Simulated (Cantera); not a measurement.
Mixture: 12.7 % CO, 10.8 % H₂, 15.3 % O₂, 61.2 % N₂, equivalence ratio 0.77, at 760 Torr, adiabatic and at constant volume. Ignition delay is the time to a rise of 400 K.

Detailed kinetics in Cantera: GRI-Mech 3.0 (53 species, 325 reactions). Where the delays flatten at high temperature, the 400 K rule measures the pace of heat release, not the induction time.

Problem. Predict: delay at 950 K; delay at 1150 K; delay at 1350 K; delay at 1550 K.

Solution. 
```json
{
 "delay at 950 K": "1.99 ms",
 "delay at 1150 K": "78.2 µs",
 "delay at 1350 K": "35.0 µs",
 "delay at 1550 K": "25.3 µs"
}
```
